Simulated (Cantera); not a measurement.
Charge: 1 mol SiCl₄, 0.088 mol HCl, 120 mol H₂, equilibrated at 100000 Pa.

These are equilibrium values from Cantera (NASA tables, ideal gas, pure condensed phases), not measurements of a reactor. Candidate condensed phases: Si; 19 gas species. Equilibrium is a limit: real reactors are often held back by kinetics, nucleation or transport.

Over these rows the condensed part is Si(s). Partial pressures as log10 of bar:

```json
[
 {"T (K)": "1198", "1000/T (1/K)": "0.8347", "log p SiCl₄": "-2.82", "log p H₂": "-0.01", "log p HCl": "-1.77"},
 {"T (K)": "1248", "1000/T (1/K)": "0.8013", "log p SiCl₄": "-2.99", "log p H₂": "-0.01", "log p HCl": "-1.69"},
 {"T (K)": "1298", "1000/T (1/K)": "0.7704", "log p SiCl₄": "-3.22", "log p H₂": "-0.01", "log p HCl": "-1.64"},
 {"T (K)": "1348", "1000/T (1/K)": "0.7418", "log p SiCl₄": "-3.49", "log p H₂": "-0.01", "log p HCl": "-1.60"},
 {"T (K)": "1398", "1000/T (1/K)": "0.7153", "log p SiCl₄": "?", "log p H₂": "-0.01", "log p HCl": "-1.58"},
 {"T (K)": "1448", "1000/T (1/K)": "0.6906", "log p SiCl₄": "-4.10", "log p H₂": "-0.01", "log p HCl": "-1.57"}
]
```

**Question.** Fit log p(SiCl₄) = a + b·(1000/T) to the five rows, give the apparent enthalpy, and predict the row at 1398 K.

**Answer.** Means: 1000/T = 0.7678, log p = -3.324. Sxy = 0.109400, Sxx = 0.0122405, so b = 8.94 and a = -3.324 − (8.94)×0.7678 = -10.19.
Apparent enthalpy: −19.145 × (8.94) = -171 kJ/mol. With the condensed phases at unit activity, Si(s) + 4 HCl(g) = SiCl₄(g) + 2 H₂(g) links this pressure to the main gases: over the six rows their terms move log p by +0.80 in all, so the slope isn't that reaction's ΔH° alone. The five rows lie within 0.09 of the line.
Prediction at 1398 K: -10.19 + (8.94)×0.7153 = -3.80. The computed value is -3.79, 0.01 from the line.
